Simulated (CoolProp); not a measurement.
Computed with CoolProp (reference Helmholtz-energy equation of state, Tillner-Roth 1994).

### Question
Give the vapour pressure (kPa), vapour density (kg/m³), enthalpy of vaporisation (kJ/kg), liquid cp (kJ/(kg K)) of saturated R134a at 339.8 K.

### Answer
```
T (K)  p (kPa)  vapour density (kg/m³)  enthalpy of vaporisation (kJ/kg)  liquid cp (kJ/(kg K))
-----  -------  ----------------------  --------------------------------  ---------------------
339.8     1960                     105                               130                   1.75
```
